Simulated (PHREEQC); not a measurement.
Solution (25 °C): 62 mmol/kgw CdCl2. Closed to the air; pH follows from the charge balance.

Computed with PHREEQC (ion-association model, wateq4f.dat).

Task: The ionic strength comes out as 0.0856 mol/kgw. What activity coefficients do Cl-, Cd+2, CdCl3-, H+, CdCl+ get?

Result: Cl- 0.78, Cd+2 0.39, CdCl3- 0.79, H+ 0.83, CdCl+ 0.79.

Precipitation was switched off in this run. Species that the database lacks are ignored.
